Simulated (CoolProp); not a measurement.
A single-stage vapour-compression cycle with R1132(E): evaporating at 270.15 K (dew point), condensing at 291.15 K (bubble point), superheat 5 K, subcooling 8 K, compressor efficiency 0.65, no pressure losses. Each further row changes one setting.

Computed with CoolProp (reference Helmholtz-energy equation of state, Akasaka 2024).

```tsv
case	cooling COP	pressure ratio	discharge temperature (K)	refrigerating effect (kJ/kg)	volumetric capacity (kJ/m³)
as stated	(withheld)	1.85	313.9	237	5640
evaporating temperature 275.15 K	10.6	(withheld)	(withheld)	240	(withheld)
condensing temperature 286.15 K	(withheld)	(withheld)	305.0	246	5850
subcooling 13 K	8.07	1.85	313.9	246	5850
superheat 15 K	7.69	1.85	(withheld)	248	5580
compressor efficiency 0.55	6.58	1.85	318.6	237	5640
```

Q: Complete the blanks.

A: 
- as stated, cooling COP: 7.78
- evaporating temperature 275.15 K, pressure ratio: 1.59
- evaporating temperature 275.15 K, discharge temperature (K): 309.3
- evaporating temperature 275.15 K, volumetric capacity (kJ/m³): 6650
- condensing temperature 286.15 K, cooling COP: 10.5
- condensing temperature 286.15 K, pressure ratio: 1.61
- superheat 15 K, discharge temperature (K): 324.5
